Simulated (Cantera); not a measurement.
**Ignition delay**

Mixture: 23.3 % H₂, 13.7 % O₂, 51.4 % N₂, 11.6 % H₂O, equivalence ratio 0.85, at 19500 Torr, adiabatic and at constant pressure. Ignition delay is the time to a rise of 400 K.

Detailed kinetics in Cantera: the H2/O2 subset of GRI-Mech 3.0, which has no nitrogen chemistry. The hydrogen kinetics of GRI-Mech 3.0 are dated; newer H2 mechanisms differ, most at raised pressure. The pressure lies above the range GRI-Mech 3.0 was tuned for (to about 10 atm). Where the delays flatten at high temperature, the 400 K rule measures the pace of heat release, not the induction time.

| T0 (K) | delay (ms) |
|---|---|
| 1323 | 0.0313 |
| 1423 | 0.00787 |
| 1523 | 0.00204 |
| 1623 | 0.000772 |
| 1723 | 0.000442 |
| 1823 | 0.000307 |
| 1923 | 0.000235 |
| 2023 | 0.000192 |
| 2123 | 0.000165 |
